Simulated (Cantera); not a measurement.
# Equilibrium for carbothermic reduction: Fe₂O₃ + CH₄ + N₂

A closed system holds: 1 mol Fe₂O₃, 1.9 mol CH₄, 0.3 mol N₂, held at 3.00 bar.

Method: chemical equilibrium by Gibbs-energy minimisation in Cantera with the NASA 1993 tables (ideal gas, pure condensed phases). Candidate condensed phases: C, C₆H₆, C₇H₈, C₈H₁₈, Fe, Fe(CO)₅, FeO, Fe(OH)₂, Fe(OH)₃, Fe₂O₃, Fe₃O₄, H₂O; 140 gas species. Mutual solubility and eutectic melting of coexisting phases are not modelled. The tables' stoichiometric FeO is somewhat more stable than real wüstite, so its field is too wide. FeO: taken at fixed stoichiometry. Condensed phases not in the tables: cementite and carbon dissolved in iron. The numbers say what is thermodynamically allowed, not how fast it happens.

At 923 K the condensed part is C(graphite) + FeO(s). At 998 K the condensed part is C(graphite) + Fe(α) + FeO(s). From 1073 K to 1148 K the condensed part is Fe(α) + FeO(s). From 1223 K to 1598 K the condensed part is Fe(γ).

| T (K) | log p H₂ | log p CO | log p CH₄ | log p H₂O | log p N₂ | log p CO₂ | log p NH₃ | n C(graphite) | n FeO(s) | n Fe(α) | n Fe(γ) |
|---|---|---|---|---|---|---|---|---|---|---|---|
| 923 | 0.18 | -0.75 | -0.27 | -0.38 | -0.62 | -1.00 | -3.03 | 0.872 | 2.00 | 0 | 0 |
| 998 | 0.23 | -0.36 | -0.56 | -0.53 | -0.70 | -0.95 | -3.24 | 0.664 | 1.56 | 0.439 | 0 |
| 1073 | 0.19 | -0.12 | -1.30 | -0.49 | -0.81 | -0.76 | -3.56 | 0 | 0.228 | 1.77 | 0 |
| 1148 | 0.18 | -0.11 | -2.09 | -0.42 | -0.82 | -0.78 | -3.75 | 0 | 0.0319 | 1.97 | 0 |
| 1223 | 0.17 | -0.10 | -2.75 | -0.39 | -0.82 | -0.83 | -3.91 | 0 | 0 | 0 | 2.00 |
| 1298 | 0.17 | -0.09 | -3.33 | -0.38 | -0.82 | -0.88 | -4.06 | 0 | 0 | 0 | 2.00 |
| 1373 | 0.17 | -0.08 | -3.84 | -0.36 | -0.82 | -0.93 | -4.19 | 0 | 0 | 0 | 2.00 |
| 1448 | 0.16 | -0.07 | -4.30 | -0.35 | -0.82 | -0.97 | -4.30 | 0 | 0 | 0 | 2.00 |
| 1523 | 0.16 | -0.07 | -4.72 | -0.35 | -0.82 | -1.01 | -4.41 | 0 | 0 | 0 | 2.00 |
| 1598 | 0.16 | -0.07 | -5.09 | -0.34 | -0.82 | -1.04 | -4.50 | 0 | 0 | 0 | 2.00 |
log p: log10 of the partial pressure in bar; n: condensed amount in mol.
